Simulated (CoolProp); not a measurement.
The numbers come from the reference Helmholtz-energy equation of state, McLinden 2015 in CoolProp.

Question: For the fluoroketone C6F12O (FK-5-1-12), give the phase and the cp (kJ/(kg K)), Joule-Thomson coefficient (K/MPa) at 226.85 °C and 697 kPa.

Answer: 
- 226.85 °C and 697 kPa: gas; cp 1.09, Joule-Thomson coefficient 6.16
